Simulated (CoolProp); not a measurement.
Properties of R236EA along the isobar 6.57 bar.

The numbers come from the reference Helmholtz-energy equation of state, Rui 2013 in CoolProp.

```csv
T (K),phase,Z,viscosity (µPa s)
329.9,liquid,___,253
340.1,gas,0.8458,12.4
350.4,gas,0.8650,12.8
360.7,gas,___,13.2
370.9,gas,0.8939,___
381.2,gas,0.9051,14.1
391.5,gas,0.9148,___
401.7,gas,0.9231,14.9
412,gas,0.9304,15.3
```

Problem. Some entries are withheld; supply them.

Solution. 
- 329.9, Z: 0.02763
- 360.7, Z: 0.8808
- 370.9, viscosity (µPa s): 13.6
- 391.5, viscosity (µPa s): 14.5

Viscosity comes from a separate model (Huber 2003), an estimate that may be off by 10 % or more.
